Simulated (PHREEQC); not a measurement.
Consider water at 20 °C with 0.0018 mol/kgw H2SO4, 0.079 mol/kgw FeCl3 and 0.016 mol/kgw KCl. Closed to the air; pH follows from the charge balance.

Equilibrium calculation in PHREEQC: ion-association model, phreeqc.dat.

Q: The ionic strength comes out as 0.334 mol/kgw. What activity coefficients do HSO4-, FeCl+2, FeSO4+, Fe(SO4)2-, KSO4- get?

A: HSO4- 0.73, FeCl+2 0.25, FeSO4+ 0.71, Fe(SO4)2- 0.73, KSO4- 0.72.

No solid was allowed to form. Saturation is exceeded, for instance for Jarosite-K, Hematite (slow to form); the values hold only as long as no solid forms. Complexes and solids missing from the database can't appear.
